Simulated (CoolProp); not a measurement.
Vapour-liquid equilibrium of propylene (1) + n-heptane (2) at 0.284 MPa; x and y are mole fractions of (1).

The numbers come from the multi-fluid Helmholtz-energy mixture model, Lemmon 2013 and Span 2003; pair parameters Bell 2016 in CoolProp.

```
x     bubble temperature, mixture model (K)  bubble temperature, Raoult's law (K)  y, mixture model  y, Raoult's law
----  -------------------------------------  ------------------------------------  ----------------  ---------------
0.05                                  375.3                                 360.9             0.599            0.755
0.2                                   305.5                                 305.6             0.972            0.975
0.35                                  279.7                                 284.4             0.994            0.993
0.5                                   267.7                                 272.1             0.998            0.997
0.65                                  261.2                                 263.7             0.999            0.999
0.8                                   256.7                                 257.5             0.999            1.000
0.95                                  252.6                                 252.5             1.000            1.000
```

The largest gap from Raoult's law is +14.4 K in bubble temperature, at x = 0.05. No azeotrope shows between x = 0.05 and 0.95.

The pair parameters rest on a limited set of measurements; away from them the model extrapolates. The gap from Raoult's law changes sign with composition, which may be real or a fault of the pair parameters; it wasn't checked against measurements.
